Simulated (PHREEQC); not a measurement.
Make-up at 83 °C: 0.39 mol HF, 0.00025 mol NH4F and 0.0023 mol (NH4)2SiF6 per kg of water. Closed to the air; pH follows from the charge balance.

Computed with PHREEQC (ion-association model, phreeqc.dat).

Precipitation was switched off in this run.

### Question
Predict the pH, activity of water.

### Answer
pH 1.85; activity of water 0.993.

### Question
In which forms is F present?

### Answer
HF 90 %, HF2- 5.0 %, SiF6-2 3.4 %, F- 1.6 % of the F.

At this temperature some constants are extrapolated from 25 °C, and those without enthalpy data are left unchanged. SiF6-2 is the database's only silicon fluoride.
